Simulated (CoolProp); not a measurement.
Acetone along the isotherm 530.4 K: Z from the reference equation and from simpler models built on Tc = 508.1 K, pc = 4.692 MPa, ω = 0.307; each cubic takes its own stable root.

The numbers come from the reference Helmholtz-energy equation of state, Lemmon 2006 in CoolProp. It is a short technical equation, of lower accuracy than the large ones.

```tsv
p (MPa)	phase	reference	Redlich-Kwong	Soave-Redlich-Kwong	Peng-Robinson
0.0371	gas	0.9973	0.9976	0.9977	0.9974
0.0762	gas	0.9945	0.9951	0.9952	0.9946
0.156	gas	0.9887	0.9899	0.9902	0.9890
0.321	gas	0.9766	0.9792	0.9797	0.9772
0.66	gas	0.9513	0.9566	?	0.9526
1.35	gas	0.8981	0.9085	0.9111	0.9009
2.78	gas	0.7775	0.7969	0.8038	0.7840
5.71	supercritical	0.4188	?	0.4750	0.4473
11.7	supercritical	0.3271	0.4281	?	?
```

### Question
Complete the blanks.

### Answer

- 0.66, Soave-Redlich-Kwong: 0.9577
- 5.71, Redlich-Kwong: 0.4193
- 11.7, Soave-Redlich-Kwong: 0.4391
- 11.7, Peng-Robinson: 0.3980
